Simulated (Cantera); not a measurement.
Charge: 1 mol SO₂, 1.3 mol H₂, at 2025 K and 1.10 bar.

These are equilibrium values from Cantera (NASA tables, ideal gas, pure condensed phases), not measurements of a reactor. Candidate condensed phases: H₂O, H₂SO₄, S; 19 gas species. Equilibrium is a limit: real reactors are often held back by kinetics, nucleation or transport.

Base state: H₂O 0.498, SO₂ 0.226, H₂ 0.115, S₂ 0.0995, SO 0.0278, H₂S 0.0209, SH 0.00806, S₂O 0.00395 (mole fractions); condensed: gas only.

### Question
What changes in the equilibrium state with this change: H₂ from 1.3 to 0.043 mol?

### Answer
```
species   before     after
-------  -------  --------
SO₂        0.226     0.930
H₂O        0.498    0.0392
SO        0.0278    0.0239
H₂         0.115   0.00189
H₂S       0.0209   6.20e-5
S₂        0.0995   0.00322
SH       0.00806  0.000186
O₂       2.07e-6   4.75e-5
```
